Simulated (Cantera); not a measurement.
A perfectly stirred reactor is fed with 4.70 % C₃H₈, 20.0 % O₂, 75.3 % N₂, equivalence ratio 1.2, at 10.0 bar; it is adiabatic with a 775 K inlet, and is followed from long to short residence time, starting on the burning branch (τ in s: 0.083, 0.039, 0.019, 0.0089, 0.0042, 0.002, 0.00094, 0.00045, 0.00021, 0.0001, 4.8e-05).

Computed with Cantera and GRI-Mech 3.0 (53 species, 325 reactions). GRI-Mech 3.0 was tuned for natural gas; its chemistry of propane as a main component is partial and can be far from experiment.

x: mole fraction; the columns are a selection and need not sum to one.

| τ (s) | T (K) | x C₃H₈ | x O₂ | x C₂H₆ | x H | x CH₂ | x C₂H₂ | x HO₂ |
|---|---|---|---|---|---|---|---|---|
| 0.083 | 2556 | 1.90e-8 | 0.000617 | 2.96e-10 | 0.00130 | 3.00e-8 | ? | 4.65e-7 |
| 0.039 | 2556 | 4.03e-8 | 0.000640 | 6.26e-10 | 0.00132 | 6.33e-8 | ? | 4.82e-7 |
| 0.019 | 2555 | 8.16e-8 | 0.000685 | 1.28e-9 | 0.00135 | 1.28e-7 | ? | 5.15e-7 |
| 0.0089 | 2552 | 1.70e-7 | 0.000776 | 2.68e-9 | 0.00142 | 2.62e-7 | ? | 5.84e-7 |
| 0.0042 | 2548 | 3.46e-7 | 0.000946 | 5.55e-9 | 0.00154 | 5.21e-7 | ? | 7.18e-7 |
| 0.0020 | 2541 | 6.83e-7 | 0.00124 | 1.12e-8 | 0.00174 | 9.90e-7 | ? | 9.62e-7 |
| 0.00094 | 2528 | 1.33e-6 | 0.00174 | 2.26e-8 | 0.00206 | 1.83e-6 | ? | 1.40e-6 |
| 0.00045 | 2511 | 2.50e-6 | 0.00248 | 4.41e-8 | 0.00250 | 3.20e-6 | ? | 2.12e-6 |
| 0.00021 | 2486 | 4.73e-6 | 0.00362 | 8.73e-8 | 0.00311 | 5.53e-6 | ? | 3.31e-6 |
| 0.00010 | 2453 | 8.79e-6 | 0.00519 | 1.70e-7 | 0.00387 | 9.28e-6 | ? | 5.16e-6 |
| 4.8e-5 | 2413 | 1.65e-5 | 0.00737 | 3.35e-7 | 0.00472 | 1.55e-5 | ? | 8.07e-6 |

### Question
Complete the blanks.

### Answer

- 0.083, x C₂H₂: 5.42e-7
- 0.039, x C₂H₂: 1.12e-6
- 0.019, x C₂H₂: 2.20e-6
- 0.0089, x C₂H₂: 4.28e-6
- 0.0042, x C₂H₂: 7.75e-6
- 0.0020, x C₂H₂: 1.29e-5
- 0.00094, x C₂H₂: 2.00e-5
- 0.00045, x C₂H₂: 2.90e-5
- 0.00021, x C₂H₂: 4.12e-5
- 0.00010, x C₂H₂: 5.79e-5
- 4.8e-5, x C₂H₂: 8.43e-5
